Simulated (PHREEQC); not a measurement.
0.11 g of hydrous ferric oxide (600 m²/g; 0.2 weak and 0.005 strong sites per Fe, Dzombak-Morel constants, diffuse double layer) in 1 kg of water with 0.01 mol/kgw of an inert sodium salt and 0.0055 mmol/kgw BaCl2, at 25 °C; the pH is set by adding NaOH or the inert anion's acid. O2 is buffered at 0.21 atm. The system is closed to CO2. No solid was allowed to form.

Base run: PHREEQC, ion-association model, wateq4f.dat. Each further column changes one thing. The table gives surface potential ψ (mV).

```
pH    base  background salt from 0.01 to 0.001 mol/kgw  oxide from 0.11 to 0.55 g/kgw
----  ----  ------------------------------------------  -----------------------------
4      185                                         210                            184
4.38   174                                         196                            173
4.75   161                                         180                            161
5.5    132                                         145                            132
5.88   116                                         126                            116
6.25    98                                         106                             98
6.62    80                                          85                             80
7.38    40                                          42                             40
7.75    21                                          22                             20
8.12     1                                           1                              0
8.5    -19                                         -19                            -21
9.25   -58                                         -61                            -61
9.62   -77                                         -82                            -80
10     -96                                        -103                            -99
```
